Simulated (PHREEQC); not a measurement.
Acid mine or pickling water: an equilibrium model

Synthetic water in mg/kgw, 34 °C, pH 1.82, pe 11.7:

```json
[
 {"constituent": "Na", "mg/kgw": "454"},
 {"constituent": "K", "mg/kgw": "401"},
 {"constituent": "Ca", "mg/kgw": "642"},
 {"constituent": "Mg", "mg/kgw": "76.5"},
 {"constituent": "Cl", "mg/kgw": "895"},
 {"constituent": "S(6) as SO4", "mg/kgw": "3470"},
 {"constituent": "Li", "mg/kgw": "6.97"},
 {"constituent": "N(5) as NO3", "mg/kgw": "1.72"},
 {"constituent": "Pb", "mg/kgw": "121"}
]
```

Cl is adjusted to close the charge balance.
Valence states are taken as typed.

Computed with PHREEQC (ion-association model, phreeqc.dat).

This is a speciation only: nothing precipitates in the calculation.

**Question.** Predict the ionic strength.

**Answer.** ionic strength 0.104 mol/kgw.

**Question.** In which forms is Mg present?

**Answer.** Mg+2 61 %, MgSO4 39 % of the Mg.

The solution is supersaturated, for example in Anglesite, so a real one may precipitate; this is no full list.
